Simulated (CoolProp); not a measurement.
Properties of R236EA along the isobar 9.95 bar (Tc = 412.4 K, pc = 34.14 bar, ω = 0.368).

Values from CoolProp's reference Helmholtz-energy equation of state, Rui 2013.

```tsv
T (K)	phase	isothermal compressibility (1/MPa)	expansivity (1/kK)
291.1	liquid	0.002512	2.130
299.1	liquid	0.002852	[?]
307.2	liquid	0.003268	2.359
315.3	liquid	0.003780	2.506
323.3	liquid	0.004415	[?]
331.4	liquid	0.005245	2.898
339.4	liquid	0.006336	3.167
347.5	liquid	0.007866	3.520
355.6	gas	1.350	[?]
363.6	gas	1.292	5.781
371.7	gas	1.249	5.195
379.8	gas	1.216	4.748
387.8	gas	1.191	4.396
395.9	gas	1.170	4.103
403.9	gas	1.152	3.861
412	gas	1.137	3.651
```

Complete the blanks.


- 299.1, expansivity (1/kK): 2.235
- 323.3, expansivity (1/kK): 2.681
- 355.6, expansivity (1/kK): 6.581
